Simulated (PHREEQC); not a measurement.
A solution holds 0.0054 mol/kgw FeSO4, 2.1e-05 mol/kgw H3AsO4, 0.0071 mol/kgw NaF and 0.45 mol/kgw NaCl, at 25 °C. Closed to the air; pH follows from the charge balance.

Equilibrium calculation in PHREEQC: ion-association model, wateq4f.dat.

No solid was allowed to form.

**Question.** Order these S species by the share of S that they hold, largest first: FeSO4, SO4-2, NaSO4-.

**Answer.** SO4-2 (65 %), NaSO4- (32 %), FeSO4 (2.5 %)

The pH is 5.50 and the ionic strength 0.473 mol/kgw. Fluoro complexes past AlF4- and FeF3 are missing from the database.
